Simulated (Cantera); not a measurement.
What does this Cantera script print?

```python
import numpy as np
import cantera as ct

gas_names = """
    SO2 SO3
""".split()
cond_names = """
    CaO(s) CaO(L) CaS(s) S(cr1) S(cr2) S(L)
""".split()


def load(file, names, dense=False):
    # The tables refer to 1 bar. Condensed volumes are neglected.
    table = {s.name: s for s in ct.Species.list_from_file(file)}
    out = []
    for n in names:
        d = dict(table[n].input_data)
        d["thermo"] = dict(d["thermo"], **{"reference-pressure": 1e5})
        if dense:
            d["equation-of-state"] = {"model": "constant-volume", "density": "1e6 g/cm^3"}
        out.append(ct.Species.from_dict(d))
    return out


species = {s.name: s for s in load("nasa_gas.yaml", gas_names) + load("nasa_condensed.yaml", cond_names)}
# Each term lists the table entries of one substance; the one whose range holds T is used.
reactions = {
    'CaO + 4 SO2(g) = 3 SO3(g) + CaS':
        [(-1, ['CaO(s)', 'CaO(L)']), (-4, ['SO2']), (3, ['SO3']), (1, ['CaS(s)'])],
    '2 CaS + SO2(g) = 2 CaO + 3 S':
        [(-2, ['CaS(s)']), (-1, ['SO2']), (2, ['CaO(s)', 'CaO(L)']), (3, ['S(cr1)', 'S(cr2)', 'S(L)'])],
}


def pick(names, T):
    return next(species[n] for n in names if species[n].thermo.min_temp <= T <= species[n].thermo.max_temp)


results = []
for label, terms in reactions.items():
    print(label)
    print("     T/K   dH/kJ  dS/(J/K)   dG/kJ   log10 K")
    for T in [300, 548, 648, 748, 848, 948]:
        used = [(nu, pick(names, T)) for nu, names in terms]
        dH = sum(nu * s.thermo.h(T) for nu, s in used) / 1e6
        dS = sum(nu * s.thermo.s(T) for nu, s in used) / 1e3
        dG = dH - T * dS / 1e3
        logK = -dG * 1e6 / (ct.gas_constant * T * np.log(10))
        results.append((label, T, dH, dS, dG, logK, [s.name for _, s in used]))
        print(f"{T:8g} {dH:8.1f} {dS:8.1f} {dG:8.1f} {logK:8.2f}")
```

Result:

```
CaO + 4 SO2(g) = 3 SO3(g) + CaS
     T/K   dH/kJ  dS/(J/K)   dG/kJ   log10 K
     300    161.9   -204.2    223.2   -38.86
     548    162.5   -203.1    273.8   -26.10
     648    163.1   -202.0    294.0   -23.70
     748    164.0   -200.8    314.2   -21.94
     848    164.9   -199.7    334.2   -20.59
     948    165.8   -198.6    354.1   -19.51
2 CaS + SO2(g) = 2 CaO + 3 S
     T/K   dH/kJ  dS/(J/K)   dG/kJ   log10 K
     300    -26.9   -188.6     29.7    -5.17
     548     -7.8   -143.3     70.8    -6.74
     648     -2.1   -133.8     84.6    -6.82
     748      1.9   -128.0     97.6    -6.82
     848      5.9   -123.0    110.2    -6.79
     948     10.6   -117.7    122.2    -6.74
```

Cantera with NASA thermochemical tables; ideal gases at 1 bar, condensed phases pure. Condensed species are held in their standard states even where they would react or evaporate.
